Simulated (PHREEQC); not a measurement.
Ca(OH)2 is added in steps, without added water, to 1 kg of water holding 0.0026 mol/kgw H3PO4 and 0.00012 mol/kgw NaOH, at 20 °C. Oxygen alone is held at its pressure in air (log pO2 = -0.68). The system is closed to CO2. Solids allowed: Hydroxyapatite. Others were left out.

Base run: PHREEQC, ion-association model, phreeqc.dat. Each further column changes one thing. The table gives P in solution (mol/kgw).

```tsv
Ca(OH)2 added (mol)	base	database wateq4f.dat	metal-ligand complexes left out	Davies equation for every ion	Debye-Hückel limiting law
0	0.00260	0.00260	0.00260	0.00260	0.00260
0.00061	0.00260	0.00260	0.00260	0.00260	0.00260
0.000915	0.00260	0.00260	0.00260	0.00260	0.00260
0.001525	0.00245	0.00245	0.00242	0.00245	0.00245
0.00183	0.00218	0.00218	0.00216	0.00218	0.00219
0.00244	0.00165	0.00165	0.00164	0.00165	0.00166
0.002745	0.00139	0.00139	0.00137	0.00139	0.00139
0.003355	0.000859	0.000859	0.000850	0.000860	0.000860
0.00366	0.000593	0.000593	0.000586	0.000593	0.000594
0.00427	3.93e-5	3.93e-5	3.90e-5	3.93e-5	3.93e-5
0.004575	7.78e-9	7.76e-9	4.39e-10	7.79e-9	7.84e-9
0.005185	2.45e-9	2.45e-9	1.85e-11	2.46e-9	2.50e-9
0.00549	1.88e-9	1.88e-9	8.87e-12	1.89e-9	1.93e-9
0.0061	1.32e-9	1.32e-9	3.35e-12	1.33e-9	1.37e-9
```

 H3PO4, which wateq4f.dat lacks, is added to it with the constant of phreeqc.dat. phreeqc.dat and wateq4f.dat share most of their constants, so their agreement is no independent check. Solids allowed in the column 'database wateq4f.dat': Portlandite, Hydroxyapatite.
